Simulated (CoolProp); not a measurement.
Saturation properties of R236EA (Tc = 412.4 K, pc = 3.414 MPa, ω = 0.368).

Model: reference Helmholtz-energy equation of state, Rui 2013, in CoolProp.

| T (K) | p (MPa) | enthalpy of vaporisation (kJ/kg) | vapour Z | surface tension (mN/m) | vapour viscosity (µPa s) |
|---|---|---|---|---|---|
| 257.1 | 0.03721 | 176.2 | 0.9785 | 17.7 | 9.38 |
| 267.8 | 0.06183 | 171.0 | 0.9690 | 16.2 | 9.76 |
| 278.4 | 0.09758 | 165.8 | 0.9571 | 14.7 | 10.1 |
| 289.1 | 0.1485 | 160.4 | 0.9424 | 13.2 | 10.5 |
| 299.8 | 0.2181 | 154.8 | 0.9247 | 11.8 | 10.9 |
| 310.5 | 0.3105 | 148.9 | 0.9037 | 10.4 | 11.3 |
| 321.2 | 0.4303 | 142.6 | 0.8793 | 9.03 | 11.7 |
| 331.8 | 0.5810 | 135.9 | 0.8512 | 7.72 | 12.0 |
| 342.5 | 0.7704 | 128.6 | 0.8186 | 6.44 | 12.5 |
| 353.2 | 1.003 | 120.4 | 0.7813 | 5.21 | 13.0 |
| 363.9 | 1.286 | 111.3 | 0.7385 | 4.03 | 13.6 |
| 374.6 | 1.624 | 100.8 | 0.6889 | 2.93 | 14.4 |
| 385.2 | 2.023 | 88.39 | 0.6304 | 1.91 | 15.6 |
| 395.9 | 2.499 | 72.42 | 0.5565 | 0.993 | 17.5 |

It boils at 279.3 K under 1 atm.

Viscosity comes from a separate model (Huber 2003), an estimate that may be off by 10 % or more. Surface tension comes from a separate correlation (Mulero 2012).
